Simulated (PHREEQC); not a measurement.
## Polishing slurry liquid

Make-up at 85 °C: 0.039 mol/kgw HNO3, 0.00048 mol/kgw Al(NO3)3 and 2.7e-05 mol/kgw CO2. Closed to the air; pH follows from the charge balance.

All values are PHREEQC results (ion-association model, wateq4f.dat), not measurements.

```json
{
 "pH": "1.48",
 "ionic_strength": "0.0419 mol/kgw",
 "total_alkalinity": "-39.0 meq/kg"
}
```

| species | molality | activity | log γ |
|---|---|---|---|
| NO3- | 0.0404 | 0.0323 | -0.098 |
| H+ | 0.0390 | 0.0330 | -0.073 |
| Al+3 | 0.000478 | 0.000106 | -0.655 |
| CO2 | 2.70e-5 | 2.73e-5 | 0.004 |
| AlOH+2 | 2.27e-6 | 1.03e-6 | -0.344 |
| Al(OH)2+ | 1.21e-8 | 9.88e-9 | -0.086 |

This is a speciation only: nothing precipitates in the calculation. Constants without temperature data keep their 25 °C values here.
